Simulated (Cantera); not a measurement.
A perfectly stirred reactor is fed with CH4 : C2H6 : O2 : N2 : CO2 = 1 : 0.048 : 1.81 : 6.79 : 0.71 (molar parts), equivalence ratio 1.2, at 4.93 atm; it is adiabatic with a 625 K inlet, and is followed from long to short residence time, starting on the burning branch (τ in s: 0.13, 0.05, 0.019, 0.0075, 0.0029, 0.0011, 0.00044, 0.00017, 6.7e-05).

Model: GRI-Mech 3.0 (53 species, 325 reactions), integrated in Cantera.

Task: What does this change do: 0.9 parts H2O added?

Result: 
```tsv
quantity	before	after
blow-out, bracketed by the residence times tried	burning at 67.0 µs, the shortest tried	burning at 0.170 ms, out at 67.0 µs
x(CH4) at τ = 0.130 s	7.20e-6	2.29e-5
x(C2H6) at τ = 0.130 s	7.64e-9	1.51e-8
x(O2) at τ = 0.130 s	0.000107	7.75e-5
x(NO2) at τ = 0.130 s	1.07e-8	2.99e-9
x(OH) at τ = 0.130 s	0.000743	0.000418
x(CH4) at τ = 2.90 ms	5.85e-5	0.000128
x(C2H6) at τ = 2.90 ms	2.53e-7	4.61e-7
x(O2) at τ = 2.90 ms	0.00106	0.00101
x(NO2) at τ = 2.90 ms	3.40e-8	1.41e-8
x(OH) at τ = 2.90 ms	0.00191	0.00124
```

Task: What does this change do: pressure from 4.93 atm to 0.217 atm?

Result: 
```json
[
 {"quantity": "blow-out, bracketed by the residence times tried", "before": "burning at 67.0 µs, the shortest tried", "after": "burning at 0.440 ms, out at 0.170 ms"},
 {"quantity": "x(CH4) at τ = 0.130 s", "before": "7.20e-6", "after": "6.97e-6"},
 {"quantity": "x(C2H6) at τ = 0.130 s", "before": "7.64e-9", "after": "5.02e-8"},
 {"quantity": "x(O2) at τ = 0.130 s", "before": "0.000107", "after": "0.00288"},
 {"quantity": "x(NO2) at τ = 0.130 s", "before": "1.07e-8", "after": "1.38e-8"},
 {"quantity": "x(OH) at τ = 0.130 s", "before": "0.000743", "after": "0.00450"},
 {"quantity": "x(CH4) at τ = 2.90 ms", "before": "5.85e-5", "after": "0.000136"},
 {"quantity": "x(C2H6) at τ = 2.90 ms", "before": "2.53e-7", "after": "1.61e-6"},
 {"quantity": "x(O2) at τ = 2.90 ms", "before": "0.00106", "after": "0.0103"},
 {"quantity": "x(NO2) at τ = 2.90 ms", "before": "3.40e-8", "after": "2.13e-9"},
 {"quantity": "x(OH) at τ = 2.90 ms", "before": "0.00191", "after": "0.00735"}
]
```
